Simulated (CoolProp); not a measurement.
Model: reference Helmholtz-energy equation of state, Schroeder 2014, in CoolProp.

**Question.** For ethanol, give the phase and the cv (kJ/(kg K)), Prandtl number, fugacity coefficient at -69.35 °C and 101 kPa; 24.05 °C and 101 kPa.

**Answer.** 
- -69.35 °C and 101 kPa: liquid; cv 1.56, Prandtl number 129, fugacity coefficient 1.84e-5
- 24.05 °C and 101 kPa: liquid; cv 2.04, Prandtl number 16.3, fugacity coefficient 0.0737

Viscosity comes from a separate model (Kiselev 2005). Thermal conductivity comes from a separate model (Assael 2013).
